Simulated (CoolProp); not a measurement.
The fluid at 175.01 K and 0.0242 MPa is compressed adiabatically to 0.0408 MPa with isentropic efficiency 0.85. The same conditions are run with several fluids, on thermodynamics alone (safety and materials aside).

Values from CoolProp's reference Helmholtz-energy equation of state of each fluid (CH3F (R41): Lemmon 2006; oxygen: Schmidt 1985; carbon monoxide: Lemmon 2006; dry air: Lemmon 2000; ethylene: Smukala 2000). Blends and air are pseudo-pure fits.

Q: Rank CH3F (R41), oxygen, carbon monoxide, dry air, ethylene by work (kJ/kg), highest first.

A: carbon monoxide (34.4), ethylene (33.7), dry air (33.3), oxygen (30.1), CH3F (R41) (27.5)

| fluid | final temperature (K) | final density (kg/m³) |
|---|---|---|
| CH3F (R41) | 202.3 | 0.837 |
| oxygen | 208.1 | 0.755 |
| carbon monoxide | 208.2 | 0.661 |
| dry air | 208.2 | 0.683 |
| ethylene | 202.4 | 0.685 |
